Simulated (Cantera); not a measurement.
Mixture: 18.7 % CO, 0.654 % H2, 17.0 % O2, 63.7 % N2, equivalence ratio 0.57, at 1.01 bar, adiabatic and at constant volume. Ignition delay is the time to a rise of 400 K.

Detailed kinetics in Cantera: GRI-Mech 3.0 (53 species, 325 reactions). Where the delays flatten at high temperature, the 400 K rule measures the pace of heat release, not the induction time.

Problem. Predict: delay at 1275 K; delay at 1350 K; delay at 1425 K; delay at 1500 K; delay at 1575 K.

Solution. 
* **delay at 1275 K**: 0.191 ms
* **delay at 1350 K**: 0.162 ms
* **delay at 1425 K**: 0.145 ms
* **delay at 1500 K**: 0.136 ms
* **delay at 1575 K**: 0.131 ms
